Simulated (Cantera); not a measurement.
Input: 1 mol Si, 2.9 mol HCl, 2.2 mol H2, at 650000 Pa.

Method: chemical equilibrium by Gibbs-energy minimisation in Cantera with the NASA 1993 tables (ideal gas, pure condensed phases). Candidate condensed phases: Si; 19 gas species. The tables' values for SiCl3 are old estimates; treat these amounts as uncertain. Kinetics and transport are ignored.

Task: At 1123 K, list the 5 most abundant gas species with their mole fractions, and the condensed phases.

Result: H2 0.794, SiCl4 0.0990, SiHCl3 0.0792, HCl 0.0170, SiH2Cl2 0.00777. Condensed: Si(s).
